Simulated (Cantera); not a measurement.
Charge: 1 mol HMDSO, 1.5 mol O3, held at 16.0 mbar.

Cantera equilibrium calculation (NASA polynomials, part measured and part estimated; ideal gas, pure solids and liquids). Candidate condensed phases: C, C6H6, C7H8, C8H18, H2O, Si, SiC, SiO2; 123 gas species. The feed counts by its element totals alone. Mutual solubility and eutectic melting of coexisting phases are not modelled. The tables hold silica as quartz up to 1696 K and as liquid above; real silica turns to tridymite and cristobalite and melts near 1996 K. Rates play no part.

x: gas mole fraction; n: condensed amount in mol.

```csv
T (K),x H2,x CH4,x CO,x H2O,x CO2,x SiO,n C(graphite),n SiO2(α-quartz),n SiO2(β-quartz),n SiC(s)
525,0.188,0.562,8.34e-5,0.240,0.00926,<1e-12,2.69,2.00,0,0
675,0.720,0.121,0.0108,0.126,0.0225,<1e-12,4.72,2.00,0,0
825,0.850,___,___,___,___,<1e-12,4.68,2.00,0,0
975,0.856,0.00147,0.141,0.00116,0.000308,<1e-12,4.50,0,2.00,0
1125,0.857,___,0.143,___,___,___,4.50,0,2.00,0
1275,0.857,0.000109,0.143,2.28e-5,2.29e-6,1.83e-6,4.50,0,2.00,0
1425,0.666,2.37e-5,0.333,1.22e-5,2.67e-6,0.000596,0,0,0.495,1.50
```

Question: Complete the blanks.

Answer: 
- 825, x CH4: 0.0105
- 825, x CO: 0.111
- 825, x H2O: 0.0191
- 825, x CO2: 0.00894
- 1125, x CH4: 0.000339
- 1125, x H2O: 0.000126
- 1125, x CO2: 1.91e-5
- 1125, x SiO: 3.39e-10
